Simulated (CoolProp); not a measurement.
The numbers come from the reference Helmholtz-energy equation of state, Schmidt 1985 in CoolProp. Above 300 K oxygen's equation is extrapolated.

**Question.** For oxygen, give the phase and the cp (kJ/(kg K)), cv (kJ/(kg K)), viscosity (µPa s) at 318.9 K and 1.01 bar; 434.5 K and 1.01 bar.

**Answer.** 
- 318.9 K and 1.01 bar: gas; cp 0.923, cv 0.662, viscosity 21.7
- 434.5 K and 1.01 bar: gas; cp 0.952, cv 0.691, viscosity 27.5

Viscosity comes from a separate model (Lemmon 2004).
